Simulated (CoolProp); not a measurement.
Model: reference Helmholtz-energy equation of state, Span 1996, in CoolProp.

Q: Give the vapour pressure (kPa), liquid density (kg/m³), vapour density (kg/m³) of saturated carbon dioxide at 248.3 K.

A: 
```json
[
 {"T (K)": "248.3", "p (kPa)": "1690", "liquid density (kg/m³)": "1050", "vapour density (kg/m³)": "44.1"}
]
```
